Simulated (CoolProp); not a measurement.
Model: reference Helmholtz-energy equation of state, Akasaka 2019, in CoolProp.

Q: Give the vapour pressure (MPa), enthalpy of vaporisation (kJ/kg), surface tension (mN/m) of saturated R1234ze(Z) at 324.9, 351.8 K.

A: 
```tsv
T (K)	p (MPa)	enthalpy of vaporisation (kJ/kg)	surface tension (mN/m)
324.9	0.411	188	9.54
351.8	0.832	166	6.46
```

Surface tension comes from a separate correlation (Kondou 2015).
